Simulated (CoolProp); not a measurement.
Vapour pressure (MPa) of n-hexane: the reference equation beside estimates from Tc = 507.8 K, pc = 3.044 MPa, ω = 0.300.

Values from CoolProp's reference Helmholtz-energy equation of state, Thol 2019.

```
T (K)  reference  Redlich-Kwong  Soave-Redlich-Kwong
-----  ---------  -------------  -------------------
312.4    0.03620        0.08065              0.03569
314.5    0.03925        0.08628              0.03872
316.6    0.04251        0.09220              0.04196
318.8    0.04615        0.09873              0.04558
320.9    0.04985         0.1053              0.04927
323      0.05378         0.1121              0.05320
325.2    0.05816         0.1197              0.05757
327.3    0.06260         0.1273              0.06201
329.4    0.06731         0.1352              0.06672
331.5    0.07230         0.1434              0.07171
333.7    0.07783         0.1525              0.07725
335.8    0.08341         0.1615              0.08285
337.9    0.08930         0.1709              0.08876
340.1    0.09583         0.1812              0.09531
```

Absolute difference from the reference over all 14 rows, mean and median: Redlich-Kwong 105.1 and 104.6 %, Soave-Redlich-Kwong 1.0 and 1.0 %.
